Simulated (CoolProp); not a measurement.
Vapour-liquid equilibrium of octamethyltrisiloxane (MDM) (1) + octamethylcyclotetrasiloxane (D4) (2) at 6.44 kPa; x and y are mole fractions of (1).

Values from CoolProp's multi-fluid Helmholtz-energy mixture model, Thol 2017 and Thol 2015; pair parameters Bell 2016.

Task: Give the bubble temperature and the first vapour's composition at x = 0.2, 0.35, 0.65. Is there an azeotrope?

Result: x = 0.2: 86.7 °C, y = 0.384; x = 0.35: 83.2 °C, y = 0.569; x = 0.65: 77.5 °C, y = 0.820. No azeotrope shows between x = 0.05 and 0.95.

Pair parameters are fitted to limited data, so mixtures are less certain than the pure fluids.
